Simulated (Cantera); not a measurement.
Input: 1 mol SiHCl₃, 210 mol N₂, equilibrated at 0.0370 bar.

These are equilibrium values from Cantera (NASA tables, ideal gas, pure condensed phases), not measurements of a reactor. Candidate condensed phases: NH₄Cl, Si, Si₃N₄; 28 gas species. N₂ is the only nitrogen source here; it is nearly inert below about 1500 K, so the nitride shown seldom forms there in practice. Kinetics and transport are ignored.

Which condensed phases are stable at each of these points (T (K)): 1073, 1173, 1273, 1373, 1473, 1573, 1673, 1773?


```json
[
 {"T (K)": "1073", "condensed phases": "Si₃N₄(s)", "Si condensed (%)": "48.7"},
 {"T (K)": "1173", "condensed phases": "Si₃N₄(s)", "Si condensed (%)": "48.3"},
 {"T (K)": "1273", "condensed phases": "Si₃N₄(s)", "Si condensed (%)": "45.5"},
 {"T (K)": "1373", "condensed phases": "Si₃N₄(s)", "Si condensed (%)": "34.1"},
 {"T (K)": "1473", "condensed phases": "Si₃N₄(s)", "Si condensed (%)": "12.1"},
 {"T (K)": "1573", "condensed phases": "gas only", "Si condensed (%)": "0.0"},
 {"T (K)": "1673", "condensed phases": "gas only", "Si condensed (%)": "0.0"},
 {"T (K)": "1773", "condensed phases": "gas only", "Si condensed (%)": "0.0"}
]
```

From 1073 K to 1473 K the condensed part is Si₃N₄(s). From 1573 K to 1773 K nothing is condensed.
